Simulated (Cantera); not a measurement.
Feed: 1 mol V2O3, 1000 mol H2, 40 mol N2, at 1323.15 K and 41.0 mbar.

Cantera equilibrium calculation (NASA polynomials, part measured and part estimated; ideal gas, pure solids and liquids). Candidate condensed phases: H2O, V, VN, VO, V2O3, V2O4, V2O5; 28 gas species. Mutual solubility and eutectic melting of coexisting phases are not modelled. VN, VO: taken at fixed stoichiometry. Condensed phases not in the tables: solid solutions among these carbides, nitrides and lower oxides, V2N. Rates play no part.

Base state: H2 0.960, N2 0.0384, H2O 0.00112 (mole fractions); condensed: VN(s) + VO(s).

Q: What changes in the equilibrium state with this change: temperature from 1323.15 K to 1675 K?

A: 
```tsv
species	before	after
H2	0.960	0.960
N2	0.0384	0.0385
H2O	0.00112	0.000961
H	7.69e-6	0.000562
VN(s), mol	0.168	0
VO(s), mol	1.83	2.00
```
VO: taken at fixed stoichiometry.
